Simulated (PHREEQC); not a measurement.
A solution holds 0.44 mol/kgw CuCl2, 1.3 mol/kgw HNO3 and 0.53 mol/kgw KCl, at 25 °C. Closed to the air; pH follows from the charge balance.

Equilibrium calculation in PHREEQC: ion-association model, phreeqc.dat.

Precipitation was switched off in this run.

Problem. Order these Cl species by the share of Cl that they hold, largest first: Cl-, CuCl2, CuCl+.

Solution. Cl- (87 %), CuCl+ (11 %), CuCl2 (2.3 %)

Problem. Order these Cu species by the share of Cu that they hold, largest first: CuCl2, CuCl+, Cu+2.

Solution. Cu+2 (61 %), CuCl+ (35 %), CuCl2 (3.8 %)

The pH is 0.03 and the ionic strength 2.79 mol/kgw. Ionic strength above about 0.7 mol/kgw puts this run outside the model's range.
